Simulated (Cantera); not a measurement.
Cantera run, input and output.

```python
import numpy as np
import cantera as ct

gas = ct.Solution("gri30.yaml")


def delay(T, t_max=10):
    gas.TPX = T, 100000, {'CH4': 1, 'O2': 1.54, 'N2': 5.78}
    reactor = ct.IdealGasConstPressureReactor(gas, clone=False)
    net = ct.ReactorNet([reactor])
    net.rtol, net.atol = 1e-8, 1e-16
    while net.time < t_max:
        t_old, T_old = net.time, reactor.T
        net.step()
        if reactor.T > T + 400:  # ignition: a rise of 400 K
            return t_old + (T + 400 - T_old) / (reactor.T - T_old) * (net.time - t_old)
    return np.nan


taus = []
for T in [1073, 1148, 1223, 1298, 1373, 1448, 1523, 1598]:
    taus.append(delay(T))
    print(f"T0 = {T:6g} K   tau = {taus[-1]:.4e} s")
```

It prints:

```
T0 =   1073 K   tau = 3.7018e-01 s
T0 =   1148 K   tau = 1.1368e-01 s
T0 =   1223 K   tau = 3.8172e-02 s
T0 =   1298 K   tau = 1.3875e-02 s
T0 =   1373 K   tau = 5.4184e-03 s
T0 =   1448 K   tau = 2.2745e-03 s
T0 =   1523 K   tau = 1.0339e-03 s
T0 =   1598 K   tau = 5.1206e-04 s
```

Model: GRI-Mech 3.0 (53 species, 325 reactions), integrated in Cantera.
